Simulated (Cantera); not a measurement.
Input: 1 mol SiH2Cl2, 0.82 mol O2, 57 mol H2, held at 602 °C and 38.0 mbar.

Equilibrium computed with Cantera from the NASA thermochemical tables; the gas is ideal and each condensed phase is pure. Candidate condensed phases: H2O, Si, SiO2; 30 gas species. Equilibrium is a limit: real reactors are often held back by kinetics, nucleation or transport.

Base state: H2 0.975, HCl 0.0220, SiCl4 0.00278, SiHCl3 0.000269 (mole fractions); condensed: SiO2(β-quartz).

Question: What changes in the equilibrium state with this change: O2 from 0.82 to 1.8 mol?

Answer: 
| species | before | after |
|---|---|---|
| H2 | 0.975 | 0.939 |
| HCl | 0.0220 | 0.0339 |
| H2O | 1.26e-9 | 0.0271 |
| SiCl4 | 0.00278 | <1e-9 |
| SiHCl3 | 0.000269 | <1e-9 |
| SiO2(β-quartz), mol | 0.820 | 1.00 |

Question: What changes in the equilibrium state with this change: SiH2Cl2 replaced by HMDSO?

Answer: 
```csv
species,before,after
H2,0.975,0.984
CH4,0,0.0161
HCl,0.0220,0
SiCl4,0.00278,0
SiHCl3,0.000269,0
"SiO2(β-quartz), mol",0.820,1.32
"C(graphite), mol",0,4.28
"SiC(s), mol",0,0.680
```
The feed counts by its element totals alone. Further candidate phases: C, C6H6, C7H8, C8H18, SiC.
